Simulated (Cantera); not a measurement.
What does this Cantera script print?

```python
import numpy as np
import cantera as ct

gas_names = """
    CL CLF CLF3 CL2 F F2 H HCL HF H2 H2F2 H3F3 H4F4 H5F5 H6F6 H7F7 Si SiCL SiCL2 SiCL3 SiCL4 SiF SiF2
    SiF3 SiF4 SiH SiHCL3 SiHF3 SiH2 SiH2CL2 SiH2F2 SiH3 SiH3CL SiH3F SiH4 Si2 Si3
""".split()
cond_names = """
    Si(cr) Si(L)
""".split()


# ... load() reads the species with a 1 bar reference pressure and builds the phases ...
atoms = {
    'SiF4': {'Si': 1, 'F': 4},
    'HCl': {'H': 1, 'CL': 1},
    'H2': {'H': 2},
}
top_T = {}  # K; cautious upper limits of use, not melting points


# ... equilibrate(T, P, feed) seeds the gas with the atoms and calls Mixture.equilibrate('TP', solver="vcs", rtol=1e-11, max_steps=5000) ...
results = []
feed = {'SiF4': 1, 'HCl': 1.7, 'H2': 2.2}  # mol
T = 1348  # K
for P in [100, 240, 560, 1300, 3200, 7500, 18000, 42000, 100000]:
    mix = equilibrate(T, P, feed)
    results.append((T, P, feed, dict(zip(mix.species_names, mix.species_moles))))

top = {s: max(r[3][s] / sum(r[3][g] for g in gas_names) for r in results) for s in gas_names}
cols = sorted((s for s in top if top[s] > 0.0001), key=lambda s: -top[s])[:6]
seen = [c for c in cond_names if any(r[3].get(c, 0) > 1e-12 for r in results)]
print("log10 of partial pressures in bar; condensed amounts in mol")
print(f"{'P/Pa':>10s}" + "".join(f"{s[:9]:>10s}" for s in cols + seen))
for T, P, feed, n in results:
    ng = sum(n[g] for g in gas_names)
    print(f"{P:10.4g}" + "".join(f"{np.log10(max(n[s] / ng * P / 1e5, 1e-99)):10.3f}" for s in cols)
          + "".join(f"{n.get(c, 0):10.4g}" for c in seen))
```

Result:

```
log10 of partial pressures in bar; condensed amounts in mol
      P/Pa        H2       HCL      SiF4        HF      SiF3     SiHF3
       100    -3.357    -3.466    -3.718    -4.821    -5.048    -6.091
       240    -2.975    -3.085    -3.332    -4.513    -4.778    -5.631
       560    -2.606    -2.717    -2.960    -4.209    -4.527    -5.195
      1300    -2.239    -2.351    -2.591    -3.895    -4.287    -4.772
      3200    -1.847    -1.960    -2.198    -3.547    -4.046    -4.335
      7500    -1.476    -1.591    -1.826    -3.205    -3.831    -3.934
   1.8e+04    -1.095    -1.211    -1.444    -2.844    -3.620    -3.533
   4.2e+04    -0.727    -0.843    -1.076    -2.487    -3.424    -3.153
     1e+05    -0.350    -0.466    -0.698    -2.118    -3.227    -2.768
```

Method: chemical equilibrium by Gibbs-energy minimisation in Cantera with the NASA 1993 tables (ideal gas, pure condensed phases). The tables' values for SiF3, SiF2, SiCl3 are old estimates; treat these amounts as uncertain.
